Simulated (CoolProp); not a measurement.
Vapour pressure (MPa) of C3F8 (R218): the reference equation beside estimates from Tc = 345.0 K, pc = 2.640 MPa, ω = 0.317.

Values from CoolProp's reference Helmholtz-energy equation of state, Lemmon 2006. It is a short technical equation, of lower accuracy than the large ones.

| T (K) | reference | Lee-Kesler | van der Waals | Soave-Redlich-Kwong | Peng-Robinson |
|---|---|---|---|---|---|
| 246.9 | 0.1594 | 0.1597 | 0.5917 | 0.1596 | 0.1588 |
| 254.9 | 0.2184 | 0.2192 | 0.6930 | 0.2192 | 0.2174 |
| 262.9 | 0.2929 | 0.2943 | 0.8049 | 0.2946 | 0.2916 |
| 270.9 | 0.3850 | 0.3871 | 0.9277 | 0.3884 | 0.3837 |
| 278.9 | 0.4975 | 0.5003 | 1.062 | 0.5031 | 0.4965 |
| 286.9 | 0.6328 | 0.6363 | 1.208 | 0.6415 | 0.6328 |
| 294.9 | 0.7940 | 0.7981 | 1.365 | 0.8065 | 0.7957 |
| 302.9 | 0.9839 | 0.9887 | 1.535 | 1.001 | 0.9883 |
| 310.9 | 1.206 | 1.212 | 1.717 | 1.228 | 1.214 |
| 318.9 | 1.464 | 1.471 | 1.912 | 1.491 | 1.477 |
| 327 | 1.768 | 1.776 | 2.123 | 1.798 | 1.784 |
| 335 | 2.116 | 2.125 | 2.344 | 2.143 | 2.133 |

Absolute difference from the reference over all 12 rows, mean and median: Lee-Kesler 0.5 and 0.5 %, van der Waals 103.4 and 81.4 %, Soave-Redlich-Kwong 1.2 and 1.3 %, Peng-Robinson 0.5 and 0.4 %.
